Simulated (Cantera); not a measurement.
Source: NASA polynomial tables (part measured, part estimated), evaluated in Cantera. Values are per mole of reaction as written; species without (g) are pure solids or liquids, kept so even where they would boil at 1 bar.

2 TiCl₄ + 2 TiOCl₂(g) → O₂(g) + 4 TiCl₃(g)

| T (K) | ΔH° (kJ) | ΔS° (J/K) | ΔG° (kJ) | log10 K |
|---|---|---|---|---|
| 300 | … | … | … | … |
| 375 | 533.9 | 301.0 | 421.0 | -58.64 |
| 400 | 531.4 | 294.5 | 413.6 | -54.01 |
| 425 | 528.9 | 288.6 | 406.3 | -49.93 |
| 450 | 526.5 | 283.1 | 399.1 | -46.33 |
| 475 | 524.2 | 278.0 | 392.1 | -43.12 |
| 500 | … | … | … | … |
| 525 | … | … | … | … |

Question: Some entries are withheld; supply them.

Answer: 
- 300, ΔH° (kJ): 542.0
- 300, ΔS° (J/K): 325.1
- 300, ΔG° (kJ): 444.4
- 300, log10 K: -77.38
- 500, ΔH° (kJ): 521.9
- 500, ΔS° (J/K): 273.2
- 500, ΔG° (kJ): 385.2
- 500, log10 K: -40.24
- 525, ΔH° (kJ): 519.6
- 525, ΔS° (J/K): 268.8
- 525, ΔG° (kJ): 378.5
- 525, log10 K: -37.65
